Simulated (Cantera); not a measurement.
# Stirred combustor or abatement burner

A perfectly stirred reactor is fed with H₂ : O₂ : N₂ = 1 : 1.06 : 4 (molar parts), equivalence ratio 0.47, at 0.780 atm; it is adiabatic with a 575 K inlet, and is followed from long to short residence time, starting on the burning branch (τ in s: 0.058, 0.023, 0.0092, 0.0037, 0.0015, 0.00058, 0.00023, 9.1e-05, 3.6e-05, 1.4e-05).

Computed with Cantera and the H2/O2 subset of GRI-Mech 3.0, which has no nitrogen chemistry.

| τ (s) | T (K) | x H₂ | x O₂ | x H | x H₂O | x HO₂ | x H₂O₂ | x O |
|---|---|---|---|---|---|---|---|---|
| 0.058 | 1804 | 0.000308 | 0.100 | 5.13e-5 | 0.178 | 2.38e-6 | 1.27e-7 | 0.000329 |
| 0.023 | 1796 | 0.000562 | 0.0998 | 0.000128 | 0.177 | 3.91e-6 | 1.83e-7 | 0.000602 |
| 0.0092 | 1784 | 0.00102 | 0.0995 | 0.000316 | 0.176 | 6.50e-6 | 2.65e-7 | 0.00109 |
| 0.0037 | 1764 | 0.00182 | 0.0992 | 0.000768 | 0.174 | 1.06e-5 | 3.84e-7 | 0.00195 |
| 0.0015 | 1731 | 0.00315 | 0.0989 | 0.00179 | 0.172 | 1.66e-5 | 5.67e-7 | 0.00334 |
| 0.00058 | 1675 | 0.00539 | 0.0987 | 0.00408 | 0.167 | 2.50e-5 | 9.07e-7 | 0.00554 |
| 0.00023 | 1591 | 0.00878 | 0.0994 | 0.00832 | 0.160 | 3.50e-5 | 1.59e-6 | 0.00819 |
| 9.1e-5 | 1473 | 0.0148 | 0.102 | 0.0149 | 0.149 | 4.76e-5 | 3.13e-6 | 0.0103 |
| 3.6e-5 | 1298 | 0.0334 | 0.113 | 0.0209 | 0.126 | 6.89e-5 | 6.43e-6 | 0.00874 |
| 1.4e-5 | 575 | 0.165 | 0.175 | <1e-12 | <1e-12 | <1e-12 | <1e-12 | <1e-12 |
x: mole fraction; the columns are a selection and need not sum to one.
